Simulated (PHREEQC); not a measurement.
**Acid rinse or clean (model solution)**

Solution (25 °C): 0.0055 mol HNO3, 0.015 mol AlCl3 and 0.22 mol MnSO4 per kg of water. Closed to the air; pH follows from the charge balance.

Computed with PHREEQC (ion-association model, phreeqc.dat).

The pH comes out as 2.87, the ionic strength is 0.470 mol/kgw and the activity of water is 0.993. The density is 1.029 g/cm³ and the total alkalinity is -5.50 meq/kg.

```tsv
species	molality	activity	log γ
Mn+2	0.117	0.0297	-0.595
SO4-2	0.0984	0.0207	-0.677
MnSO4	0.0983	0.110	0.047
Cl-	0.0403	0.0263	-0.184
AlSO4+	0.00849	0.00569	-0.174
Al(SO4)2-	0.00556	0.00373	-0.174
NO3-	0.00550	0.00340	-0.209
MnCl+	0.00466	0.00319	-0.164
HSO4-	0.00373	0.00273	-0.136
H+	0.00177	0.00136	-0.116
```

This is a speciation only: nothing precipitates in the calculation. Species that the database lacks are ignored.
